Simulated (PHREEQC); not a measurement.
Make-up at 34 °C: 5.7e-06 mol CaSO4, 1.9e-05 mol Na2CO3 and 0.004 mol KCl per kg of water. Closed to the air; pH follows from the charge balance.

The numbers come from PHREEQC with the ion-association model, wateq4f.dat.

No solid was allowed to form.

Problem. Order these C species by the share of C that they hold, largest first: CO2, CO3-2, HCO3-.

Solution. HCO3- (94 %), CO3-2 (5.6 %), CO2 (0.21 %)

The pH is 8.94 and the ionic strength 0.00406 mol/kgw. Species that the database lacks are ignored.
